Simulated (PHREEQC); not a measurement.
Solution (25 °C): 0.0046 mol/kgw PbCl2 and 0.038 mol/kgw NaNO3. Closed to the air; pH follows from the charge balance.

Model: ion-association model, phreeqc.dat, run in PHREEQC.

No solid was allowed to form.

**Question.** Predict the pH.

**Answer.** pH 5.23.

**Question.** In which forms is Cl present?

**Answer.** Cl- 94 %, PbCl+ 5.6 % of the Cl.
